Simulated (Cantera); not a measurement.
Thermodynamics of nitride etching, feed BN + NF₃ + N₂ + H₂

A closed system holds: 1 mol BN, 0.91 mol NF₃, 1.4 mol N₂, 23 mol H₂, equilibrated at 0.100 bar.

Equilibrium computed with Cantera from the NASA thermochemical tables; the gas is ideal and each condensed phase is pure. Candidate condensed phases: B, BN; 31 gas species. The tables' values for BF₂ are old estimates; treat these amounts as uncertain. Kinetics and transport are ignored.

From 875 K to 1875 K the condensed part is BN(s). The main B-bearing gas is BF₃ throughout. The share of B in condensed phases is highest at 1575 K (25.1 %) and lowest at 1875 K (12.2 %).

```
T (K)   x H₂    x N₂   x BF₃     x HF     x BF₂  n BN(s)
-----  -----  ------  ------  -------  --------  -------
875    0.874  0.0871  0.0327  0.00591  1.62e-10    0.142
975    0.873  0.0868  0.0320  0.00796   5.43e-9    0.159
1075   0.872  0.0864  0.0313   0.0101   9.37e-8    0.178
1175   0.871  0.0861  0.0305   0.0123   9.88e-7    0.197
1275   0.870  0.0857  0.0297   0.0145   7.13e-6    0.214
1375   0.869  0.0854  0.0288   0.0166   3.83e-5    0.230
1475   0.867  0.0852  0.0278   0.0186  0.000162    0.244
1575   0.866  0.0850  0.0266   0.0204  0.000562    0.251
1675   0.864  0.0850  0.0248   0.0220   0.00165    0.247
1775   0.861  0.0854  0.0220   0.0230   0.00409    0.216
1875   0.855  0.0867  0.0175   0.0230   0.00847    0.122
```
x: gas mole fraction; n: condensed amount in mol.
